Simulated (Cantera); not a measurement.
# Thermodynamics of aluminium nitride and oxide growth, feed Al(CH₃)₃ + O₂ + N₂ + N₂O

Input: 1 mol Al(CH₃)₃, 9.4 mol O₂, 55 mol N₂, 22 mol N₂O, equilibrated at 1.00 Torr.

Method: chemical equilibrium by Gibbs-energy minimisation in Cantera with the NASA 1993 tables (ideal gas, pure condensed phases). Candidate condensed phases: Al, AlN, Al₂O₃, C, C₆H₆, C₇H₈, C₈H₁₈, H₂O; 148 gas species. The feed counts by its element totals alone. The numbers say what is thermodynamically allowed, not how fast it happens.

| T (K) | x N₂ | x O₂ | x H₂O | x CO₂ | n Al₂O₃(s) |
|---|---|---|---|---|---|
| 673 | 0.779 | 0.146 | 0.0455 | 0.0303 | 0.500 |
| 773 | 0.779 | 0.146 | 0.0455 | 0.0303 | 0.500 |
| 873 | 0.779 | 0.146 | 0.0455 | 0.0303 | 0.500 |
| 973 | 0.779 | 0.146 | 0.0455 | 0.0303 | 0.500 |
| 1073 | 0.779 | 0.146 | 0.0455 | 0.0303 | 0.500 |
| 1173 | 0.778 | 0.146 | 0.0455 | 0.0303 | 0.500 |
| 1273 | 0.778 | 0.145 | 0.0455 | 0.0303 | 0.500 |
| 1373 | 0.778 | 0.145 | 0.0455 | 0.0303 | 0.500 |
| 1473 | 0.778 | 0.145 | 0.0454 | 0.0303 | 0.500 |
| 1573 | 0.778 | 0.145 | 0.0452 | 0.0303 | 0.500 |
| 1673 | 0.777 | 0.144 | 0.0449 | 0.0302 | 0.500 |
| 1773 | 0.776 | 0.143 | 0.0443 | 0.0300 | 0.500 |
| 1873 | 0.774 | 0.142 | 0.0432 | 0.0293 | 0.500 |
| 1973 | 0.771 | 0.139 | 0.0413 | 0.0280 | 0.500 |
x: gas mole fraction; n: condensed amount in mol.

From 673 K to 1973 K the condensed part is Al₂O₃(s).
